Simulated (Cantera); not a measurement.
A diamond (100) surface in a fixed gas of H2 with x(CH4) = 0.002, x(H) = 0.00082, x(CH3) = 0.00035, at 948 K; coverages are run to steady state.

Computed with Cantera and the Harris–Goodwin 1993 mechanism for the reconstructed diamond (100) surface.

θ: site fractions in the mechanism's names (c6HH fully hydrogenated, c6H* and c6*H radical sites, c6** diradical, c6HM methylated).

```
P (Pa)  growth (µm/h)  θ c6HH  θ c6H*  θ c6*H   θ c6**  θ c6HM
------  -------------  ------  ------  ------  -------  ------
460                 …   0.533  0.0114   0.272  0.00463   0.137
880                 …   0.512  0.0109   0.261  0.00444   0.162
1700                …   0.498  0.0106   0.253  0.00431   0.180
3200                …   0.490  0.0104   0.249  0.00424   0.190
6000                …   0.485  0.0103   0.246  0.00419   0.196
11000               …   0.482  0.0103   0.245  0.00417   0.199
21000               …   0.480  0.0102   0.244  0.00416   0.201
40000               …   0.480  0.0102   0.243  0.00415   0.202
```

What belongs in the gaps?


- 460, growth (µm/h): 0.314
- 880, growth (µm/h): 0.709
- 1700, growth (µm/h): 1.51
- 3200, growth (µm/h): 3.00
- 6000, growth (µm/h): 5.81
- 11000, growth (µm/h): 10.8
- 21000, growth (µm/h): 20.8
- 40000, growth (µm/h): 39.9
